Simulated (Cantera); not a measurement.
Charge: 1 mol CF4, 0.61 mol HCl, 0.21 mol H2, equilibrated at 3023 K and 1400 Pa.

Equilibrium computed with Cantera from the NASA thermochemical tables; the gas is ideal and each condensed phase is pure. Candidate condensed phases: C, C6H6, C7H8, C8H18; 118 gas species. The tables' values for CCl are old estimates; treat these amounts as uncertain. Rates play no part.

Base state: F 0.530, HF 0.213, Cl 0.129, CF 0.0643, C3 0.0284, CF2 0.0213, H 0.00531, C 0.00450 (mole fractions); condensed: C(graphite).

Q: What changes in the equilibrium state with this change: HCl from 0.61 to 0.036 mol?

A: 
```
species             before    after
----------------  --------  -------
F                    0.530    0.716
HF                   0.213    0.111
CF                  0.0643   0.0868
Cl                   0.129  0.00891
CF2                 0.0213   0.0388
C3                  0.0284   0.0284
HCl               0.000492  1.31e-5
CCl                1.00e-5  6.92e-7
ClF                1.50e-5  1.40e-6
C(graphite), mol     0.132   0.0941
```

Q: What changes in the equilibrium state with this change: CF4 replaced by C2F6?

A: 
| species | before | after |
|---|---|---|
| F | 0.530 | 0.615 |
| HF | 0.213 | 0.151 |
| Cl | 0.129 | 0.0910 |
| CF2 | 0.0213 | 0.0286 |
| CF | 0.0643 | 0.0746 |
| C3 | 0.0284 | 0.0284 |
| H2 | 1.38e-5 | 5.11e-6 |
| HCl | 0.000492 | 0.000211 |
| H | 0.00531 | 0.00324 |
| C(graphite), mol | 0.132 | 0.649 |
The feed counts by its element totals alone.

Q: What changes in the equilibrium state with this change: H2 from 0.21 to 0.95 mol?

A: 
| species | before | after |
|---|---|---|
| HF | 0.213 | 0.490 |
| F | 0.530 | 0.285 |
| Cl | 0.129 | 0.123 |
| CF | 0.0643 | 0.0345 |
| H | 0.00531 | 0.0227 |
| CF2 | 0.0213 | 0.00613 |
| C3 | 0.0284 | 0.0284 |
| C2H2 (acetylene) | 9.15e-7 | 1.68e-5 |
| H2 | 1.38e-5 | 0.000252 |
| CF3 | 2.11e-5 | 3.27e-6 |
| C2H | 6.27e-5 | 0.000268 |
| HCl | 0.000492 | 0.00201 |
| C(graphite), mol | 0.132 | 0.318 |
